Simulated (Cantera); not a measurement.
Standard-state values (1 bar) from the NASA 1993 polynomials, evaluated with Cantera. Values are per mole of reaction as written; species without (g) are pure solids or liquids, kept so even where they would boil at 1 bar.

5 N₂O(g) + Ta₂O₅ = 10 NO(g) + 2 Ta

```
T (K)  ΔH° (kJ)  ΔS° (J/K)  ΔG° (kJ)  log10 K
-----  --------  ---------  --------  -------
875      2531.7      919.1    1727.5  -103.12
1075     2519.3      906.4    1545.0   -75.07
1275     2506.0      895.0    1364.8   -55.91
1475     2492.0      884.8    1186.9   -42.03
1675        ___        ___       ___      ___
1875        ___        ___       ___      ___
```

Task: Some entries are withheld; supply them.

Result: 
- 1675, ΔH° (kJ): 2477.6
- 1675, ΔS° (J/K): 875.7
- 1675, ΔG° (kJ): 1010.8
- 1675, log10 K: -31.52
- 1875, ΔH° (kJ): 2462.8
- 1875, ΔS° (J/K): 867.3
- 1875, ΔG° (kJ): 836.5
- 1875, log10 K: -23.30
